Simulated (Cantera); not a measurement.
Charge: 1 mol HBr, 0.27 mol O₂, at 2600 °C and 54.0 bar.

Cantera equilibrium calculation (NASA polynomials, part measured and part estimated; ideal gas, pure solids and liquids). Candidate condensed phases: Br₂, H₂O; 12 gas species. The ideal-gas law is rough above about 30 bar. The numbers say what is thermodynamically allowed, not how fast it happens.

Base state: Br 0.397, HBr 0.241, H₂O 0.227, O₂ 0.0709, Br₂ 0.0409, OH 0.0169, H₂ 0.00333, O 0.00261 (mole fractions); condensed: gas only.

### Question
What changes in the equilibrium state with this change: O₂ from 0.27 to 0.032 mol?

### Answer
```
species    before     after
-------  --------  --------
HBr         0.241     0.630
Br          0.397     0.227
H₂        0.00333    0.0692
H₂O         0.227    0.0556
O₂         0.0709   9.85e-6
OH         0.0169  0.000907
Br₂        0.0409    0.0134
HO₂       6.04e-5   3.83e-8
O         0.00261   3.07e-5
H        0.000826   0.00376
```

### Question
What changes in the equilibrium state with this change: O₂ from 0.27 to 1.2 mol?

### Answer
```csv
species,before,after
O₂,0.0709,0.416
Br,0.397,0.287
H₂O,0.227,0.153
HBr,0.241,0.0921
Br₂,0.0409,0.0215
OH,0.0169,0.0216
H₂,0.00333,0.000927
HO₂,6.04e-5,0.000187
```
